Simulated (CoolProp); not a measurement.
A closed Brayton cycle with carbon dioxide: compressor inlet 320.15 K and 9.1 MPa, high pressure 30.5 MPa, turbine inlet 755 K, compressor efficiency 0.8, turbine efficiency 0.9, recuperator effectiveness 0.8 (on enthalpy, no pinch check). Each further row changes one setting.

Computed with CoolProp (reference Helmholtz-energy equation of state, Span 1996).

```tsv
case	thermal efficiency (%)	net work (kJ/kg)	compressor to turbine work	compressor exit (K)	turbine exit (K)
as stated	28.4	82.2	0.41	406.4	618.1
turbine inlet 705 K	26.5	70.7	0.45	406.4	573.0
compressor inlet 330.15 K	26.2	70.2	0.50	432.8	618.1
high pressure 25.9 MPa	27.5	75.4	0.39	394.2	636.0
recuperator effectiveness 0.5	22.6	82.2	0.41	406.4	618.1
```
